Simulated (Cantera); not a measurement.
Cantera run:

```python
import numpy as np
import cantera as ct

gas_names = [...]  # 110 gases of nasa_gas.yaml made of C, H, O
cond_names = """
    C(gr) C6H6(L) C7H8(L) C8H18(L),n-octa H2O(s) H2O(L)
""".split()


# ... load() reads the species with a 1 bar reference pressure and builds the phases ...
atoms = {
    'CO2': {'C': 1, 'O': 2},
    'H2': {'H': 2},
}
top_T = {'C(gr)': 4500}  # K; cautious upper limits of use, not melting points


# ... equilibrate(T, P, feed) seeds the gas with the atoms and calls Mixture.equilibrate('TP', solver="vcs", rtol=1e-11, max_steps=5000) ...
results = []
feed = {'CO2': 1, 'H2': 8.3}  # mol
T = 500  # K
P = 50000  # Pa
mix = equilibrate(T, P, feed)
results.append((T, P, feed, dict(zip(mix.species_names, mix.species_moles))))
print(gas.report(threshold=1e-05))
for i in range(1, mix.n_phases):
    print(f"{mix.phase(i).name:16s} {mix.phase_moles(i):12.5e} mol")
```

Output:

```
       temperature   500 K
          pressure   50000 Pa
           density   0.10008 kg/m^3
  mean mol. weight   8.3208 kg/kmol
   phase of matter   gas

                          1 kg             1 kmol
                     ---------------   ---------------
          enthalpy         -8.41e+06       -6.9978e+07  J
   internal energy       -8.9096e+06       -7.4135e+07  J
           entropy             22161         1.844e+05  J/K
    Gibbs function        -1.949e+07       -1.6218e+08  J
 heat capacity c_p            3998.9             33274  J/K
 heat capacity c_v            2999.7             24960  J/K

                      mass frac. Y      mole frac. X     chem. pot. / RT
                     ---------------   ---------------   ---------------
               CH4           0.26412           0.13699           -43.566
                H2           0.14272           0.58904           -17.337
               H2O           0.59317           0.27397           -83.332
     [ +107 minor]         2.692e-08        5.4924e-09

C(gr)             0.00000e+00 mol
C6H6(L)           0.00000e+00 mol
C7H8(L)           0.00000e+00 mol
H2O(L)            0.00000e+00 mol
```

Method: chemical equilibrium by Gibbs-energy minimisation in Cantera with the NASA 1993 tables (ideal gas, pure condensed phases).
